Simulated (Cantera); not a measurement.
An isothermal, constant-pressure homogeneous reactor starts with CH₄ : CO₂ : H₂ = 1 : 1 : 1.5 (molar parts), at 1475 K and 15.0 bar. Integrator tolerance rtol = 1e-08.

Model: GRI-Mech 3.0 (53 species, 325 reactions), integrated in Cantera. The pressure lies above the range GRI-Mech 3.0 was tuned for (to about 10 atm).

| quantity | before | after |
|---|---|---|
| x(CH₄) at 100 s | 0.108 (gas-phase equilibrium 0.0117) | 0.0696 (gas-phase equilibrium 0.0107) |
| x(CO₂) at 100 s | 0.0233 (gas-phase equilibrium 0.00222) | 0.00314 (gas-phase equilibrium 0.000644) |
| x(H₂) at 100 s | 0.470 (gas-phase equilibrium 0.618) | 0.770 (gas-phase equilibrium 0.844) |
| x(CH₂CO) at 100 s | 1.09e-6 (gas-phase equilibrium 1.04e-7) | 1.21e-7 (gas-phase equilibrium 2.60e-8) |
| x(CH₂O) at 100 s | 1.01e-6 (gas-phase equilibrium 1.47e-6) | 4.69e-7 (gas-phase equilibrium 7.54e-7) |

Question: Name the change that produced these shifts.
A. pressure from 15.0 bar to 100.0 Torr
B. pressure from 15.0 bar to 5.50 bar
C. CH4 1 to 2.2 parts
D. H2 1.5 to 10 parts

Answer: D, H2 1.5 to 10 parts
